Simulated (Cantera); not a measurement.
An isothermal, constant-pressure homogeneous reactor starts with H₂ : O₂ : N₂ = 0.93 : 1 : 2.3 (molar parts), at 973 K and 113 Torr. Integrator tolerance rtol = 1e-08.

Detailed kinetics in Cantera: GRI-Mech 3.0 (53 species, 325 reactions). The temperature is held fixed by assumption; the heat of reaction is taken as removed at once.

### Question
What does this change do: temperature 973 to 800 K?

### Answer
```tsv
quantity	before	after
x(H₂) at 20.0 s	2.51e-10 (gas-phase equilibrium 6.51e-11)	0.159 (gas-phase equilibrium <1e-12)
x(O₂) at 20.0 s	0.142 (gas-phase equilibrium 0.142)	0.210 (gas-phase equilibrium 0.142)
x(H₂O₂) at 20.0 s	4.42e-10 (gas-phase equilibrium 7.12e-11)	0.000413 (gas-phase equilibrium 4.18e-12)
x(O) at 20.0 s	4.36e-10 (gas-phase equilibrium 6.63e-11)	2.60e-9 (gas-phase equilibrium <1e-12)
x(HO₂) at 20.0 s	3.38e-10 (gas-phase equilibrium 4.36e-10)	7.85e-6 (gas-phase equilibrium 1.25e-11)
x(H₂O) at 20.0 s	0.247 (gas-phase equilibrium 0.247)	0.0679 (gas-phase equilibrium 0.247)
```
Below about 950 K walls govern HO2 and H2O2 in real vessels.
